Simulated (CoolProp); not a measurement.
Computed with CoolProp (reference Helmholtz-energy equation of state, Lemmon 2006). It is a short technical equation, of lower accuracy than the large ones.

For toluene, give the phase and the cp (kJ/(kg K)), conductivity (mW/(m K)), Prandtl number at 601.5 K and 101 kPa.


- 601.5 K and 101 kPa: gas; cp 2.14, conductivity 41.3, Prandtl number 0.713

Viscosity comes from a separate model (Avgeri 2015). Thermal conductivity comes from a separate model (Assael 2012).
